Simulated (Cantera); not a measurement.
A freely propagating, adiabatic, planar premixed flame of 5.32 % CH4, 5.05 % C2H6, 18.9 % O2, 70.7 % N2, equivalence ratio 1.5, unburnt at 425 K and 5.20 bar; unity-Lewis-number transport, grid criteria slope 0.08 and curve 0.16, no radiation.

Computed with Cantera and GRI-Mech 3.0 (53 species, 325 reactions). Unity Lewis numbers drop preferential diffusion, which matters most where H2 and H carry the flame. Burning velocities carry a grid error of a few per cent, more on coarse grids.

x: mole fraction of selected species; z is measured from the peak of heat release.

```tsv
z (mm)	T (K)	u (m/s)	x CH4	x C2H6	x O2	x HCO	x N2O	x H2
-0.680	426	0.165	0.0532	0.0505	0.189	<1e-8	<1e-8	4.37e-5
-0.454	434	0.169	0.0529	0.0502	0.188	<1e-8	<1e-8	0.000329
-0.340	459	0.178	0.0522	0.0492	0.185	<1e-8	<1e-8	0.00118
-0.227	585	0.229	0.0485	0.0441	0.171	<1e-8	<1e-8	0.00568
-0.113	1049	0.425	0.0340	0.0244	0.114	1.55e-8	2.69e-8	0.0233
-0.0567	1432	0.597	0.0217	0.00850	0.0665	2.27e-6	4.43e-8	0.0383
0	[?]	0.757	[?]	[?]	[?]	[?]	[?]	0.0489
0.0567	1946	0.834	0.00487	4.86e-5	0.00872	1.88e-6	3.21e-8	0.0521
0.113	2006	0.861	0.00323	1.21e-5	0.00327	6.91e-7	1.64e-8	0.0542
0.227	2036	0.874	0.00240	2.62e-6	0.000738	1.72e-7	<1e-8	0.0577
0.454	2042	0.879	0.00187	7.61e-7	8.63e-5	7.07e-8	<1e-8	0.0616
0.907	2040	0.880	0.00136	3.31e-7	3.60e-6	5.38e-8	<1e-8	0.0655
1.81	2036	0.881	[?]	[?]	[?]	[?]	<1e-8	0.0689
```

**Question.** Complete the blanks.

**Answer.** 
- 0, T (K): 1776
- 0, x CH4: 0.0104
- 0, x C2H6: 0.000714
- 0, x O2: 0.0263
- 0, x HCO: 4.85e-6
- 0, x N2O: 5.07e-8
- 1.81, x CH4: 0.000872
- 1.81, x C2H6: 1.27e-7
- 1.81, x O2: 1.43e-7
- 1.81, x HCO: 4.70e-8
